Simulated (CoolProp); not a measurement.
Vapour-liquid equilibrium of carbonyl sulfide (1) + propane (2) at 0.0426 MPa; x and y are mole fractions of (1).

Computed with CoolProp (multi-fluid Helmholtz-energy mixture model, Lemmon 2006 and Lemmon 2009; pair parameters Bell 2016).

```csv
x,"bubble temperature, mixture model (°C)","bubble temperature, Raoult's law (°C)","y, mixture model","y, Raoult's law"
0.05,(withheld),-60.5,0.082,0.072
0.125,-61.6,-61.1,0.189,0.174
0.2,-62.3,-61.7,0.281,0.269
0.275,-62.9,-62.3,0.364,0.359
0.35,-63.5,-62.9,0.441,0.443
0.425,-64.0,-63.5,0.514,0.522
0.5,-64.4,-64.0,0.584,0.597
0.575,(withheld),-64.5,0.652,0.667
0.65,-65.3,-65.0,0.719,0.733
0.725,-65.7,-65.5,0.784,0.796
0.8,-66.1,-66.0,(withheld),0.856
0.875,-66.5,-66.5,0.908,0.912
0.95,-67.0,-67.0,0.964,0.966
```

Fill in the missing entries.


- 0.05, bubble temperature, mixture model (°C): -60.7
- 0.575, bubble temperature, mixture model (°C): -64.9
- 0.8, y, mixture model: 0.847

The largest gap from Raoult's law is -0.6 K in bubble temperature, at x = 0.275. No azeotrope shows between x = 0.05 and 0.95.

Pair parameters are fitted to limited data, so mixtures are less certain than the pure fluids.
